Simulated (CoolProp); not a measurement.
Vapour-liquid equilibrium of propane (1) + R236EA (2) at 0.198 MPa; x and y are mole fractions of (1).

Values from CoolProp's multi-fluid Helmholtz-energy mixture model, Lemmon 2009 and Rui 2013; pair parameters Bell 2016.

```
x      bubble temperature (K)  y at the bubble point  dew temperature at overall composition x (K)  liquid density (mol/L)
-----  ----------------------  ---------------------  --------------------------------------------  ----------------------
0.05                    280.1                  0.480                                         295.6                   9.807
0.125                   263.9                  0.753                                         293.3                   10.23
0.2                     256.0                  0.838                                         290.9                   10.50
0.275                   252.3                  0.871                                         288.3                   10.69
0.35                    250.7                  0.884                                         285.5                   10.85
0.425                   250.0                  0.889                                         282.5                   11.00
0.5                     249.8                  0.892                                         279.1                   11.16
0.575                   249.6                  0.893                                         275.4                   11.32
0.65                    249.5                  0.895                                         271.1                   11.51
0.725                   249.2                  0.900                                         266.1                   11.72
0.8                     248.7                  0.910                                         259.9                   11.95
0.875                   248.2                  0.929                                         251.8                   12.22
0.95                    247.7                  0.963                                         247.8                   12.52
```

No azeotrope shows between x = 0.05 and 0.95.

Pair parameters are fitted to limited data, so mixtures are less certain than the pure fluids. With so large a gap from Raoult's law the liquid may split in two, which this calculation doesn't test in full.
